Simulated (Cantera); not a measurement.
# Thermodynamics of silicon nitride deposition, feed trisilylamine + N2

A closed system holds: 1 mol trisilylamine, 12 mol N2, equilibrated at 2.00 mbar.

These are equilibrium values from Cantera (NASA tables, ideal gas, pure condensed phases), not measurements of a reactor. Candidate condensed phases: Si, Si3N4; 18 gas species. The feed counts by its element totals alone. The tables' values for SiN are old estimates; treat these amounts as uncertain. Gases not in the tables: Si2H6 and higher silanes. Rates play no part.

| T (K) | x N2 | x H2 | x Si | x H | x SiH | x Si2 | x Si2N | n Si3N4(s) | n Si(l) |
|---|---|---|---|---|---|---|---|---|---|
| 1598 | 0.700 | 0.300 | 1.63e-5 | 0.000651 | 8.77e-7 | 1.40e-8 | 3.10e-7 | 1.000 | 0 |
| 1673 | 0.699 | 0.299 | 0.000166 | 0.00139 | 6.88e-6 | 5.11e-7 | 5.92e-6 | 0.999 | 0 |
| 1748 | 0.734 | 0.263 | 0.000728 | 0.00262 | 2.22e-5 | 3.74e-6 | 2.47e-5 | 0 | 2.99 |
| 1823 | 0.732 | 0.261 | 0.00221 | 0.00495 | 5.40e-5 | 1.43e-5 | 5.49e-5 | 0 | 2.96 |
| 1898 | 0.727 | 0.257 | 0.00614 | 0.00887 | 0.000122 | 4.91e-5 | 0.000114 | 0 | 2.88 |
| 1973 | 0.718 | 0.251 | 0.0158 | 0.0151 | 0.000256 | 0.000153 | 0.000224 | 0 | 2.70 |
| 2048 | 0.697 | 0.239 | 0.0378 | 0.0245 | 0.000502 | 0.000438 | 0.000413 | 0 | 2.27 |
x: gas mole fraction; n: condensed amount in mol.

From 1598 K to 1673 K the condensed part is Si3N4(s). From 1748 K to 2048 K the condensed part is Si(l). The main Si-bearing gas is Si throughout. The share of Si in condensed phases is highest at 1598 K (100.0 %) and lowest at 2048 K (75.7 %).
